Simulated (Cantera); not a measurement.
Charge: 1 mol KCl, 0.13 mol N2, at 750 K and 51000 Pa.

These are equilibrium values from Cantera (NASA tables, ideal gas, pure condensed phases), not measurements of a reactor. Candidate condensed phases: K, KCl; 8 gas species. Equilibrium is a limit: real reactors are often held back by kinetics, nucleation or transport.

Base state: N2 1.00 (mole fractions); condensed: KCl(s).

Problem. What changes in the equilibrium state with this change: temperature from 750 K to 1350 K?

Solution. 
```tsv
species	before	after
N2	1.00	0.900
KCl	5.39e-8	0.0718
K2Cl2	7.37e-9	0.0279
KCl(s), mol	1.00	0
KCl(l), mol	0	0.982
```
